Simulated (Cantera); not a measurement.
Ignition delay

Mixture: 6.28 % C3H8, 19.6 % O2, 74.1 % N2, at 14.0 bar, adiabatic and at constant pressure. Ignition delay is the time to a rise of 400 K.

Cantera simulation using GRI-Mech 3.0 (53 species, 325 reactions); the numbers are that mechanism's predictions, not measurements. GRI-Mech 3.0 was tuned for natural gas; its chemistry of propane as a main component is partial and can be far from experiment. The pressure lies above the range GRI-Mech 3.0 was tuned for (to about 10 atm).

```tsv
T0 (K)	delay (ms)
1275	0.384
1375	0.0816
1475	0.0225
1575	0.00810
1675	0.00365
1775	0.00197
1875	0.00122
1975	0.000833
2075	0.000615
2175	0.000480
```

| Quantity | Value |
|---|---|
| apparent activation energy between 1975 and 2175 K | 99 kJ/mol |
